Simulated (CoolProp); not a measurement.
A single-stage vapour-compression cycle with carbonyl sulfide: evaporating at 225.15 K (dew point), condensing at 267.15 K (bubble point), superheat 5 K, subcooling 8 K, compressor efficiency 0.75, no pressure losses. Each further row changes one setting.

Model: reference Helmholtz-energy equation of state, Lemmon 2006, in CoolProp. It is a short technical equation, of lower accuracy than the large ones.

```
case                              cooling COP  pressure ratio  discharge temperature (K)  refrigerating effect (kJ/kg)  volumetric capacity (kJ/m³)
--------------------------------  -----------  --------------  -------------------------  ----------------------------  ---------------------------
as stated                                3.51            4.84                      347.1                           269                          974
evaporating temperature 230.15 K         4.15            3.88                      335.6                           272                            …
condensing temperature 262.15 K          4.06            4.13                      334.2                           276                          996
subcooling 13 K                          3.59            4.84                      347.1                           276                          996
superheat 15 K                           3.44            4.84                          …                           276                            …
compressor efficiency 0.65               3.04            4.84                      362.5                           269                          974
```

### Question
What belongs in the gaps?

### Answer

- evaporating temperature 230.15 K, volumetric capacity (kJ/m³): 1210
- superheat 15 K, discharge temperature (K): 360.2
- superheat 15 K, volumetric capacity (kJ/m³): 953
